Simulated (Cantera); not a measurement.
Feed: 1 mol (CH₃)₂SiCl₂, 4.5 mol H₂, at 140 Pa.

Method: chemical equilibrium by Gibbs-energy minimisation in Cantera with the NASA 1993 tables (ideal gas, pure condensed phases). Candidate condensed phases: C, C₆H₆, C₇H₈, C₈H₁₈, Si, SiC; 109 gas species. The feed counts by its element totals alone. Gases not in the tables: Si₂H₆ and higher silanes. Rates play no part.

Task: What share of the Si ends up in condensed phases as a function of T (K), at 925, 1075, 1225, 1375, 1525, 1675, 1825, 1975, 2125, 2275, 2425, 2575?

Result: 
| T (K) | Si condensed (%) | as |
|---|---|---|
| 925 | 83.4 | SiC(s) |
| 1075 | 98.1 | SiC(s) |
| 1225 | 99.5 | SiC(s) |
| 1375 | 99.2 | SiC(s) |
| 1525 | 98.4 | SiC(s) |
| 1675 | 97.2 | SiC(s) |
| 1825 | 95.4 | SiC(s) |
| 1975 | 92.3 | SiC(s) |
| 2125 | 79.5 | SiC(s) |
| 2275 | 0.0 | - |
| 2425 | 0.0 | - |
| 2575 | 0.0 | - |
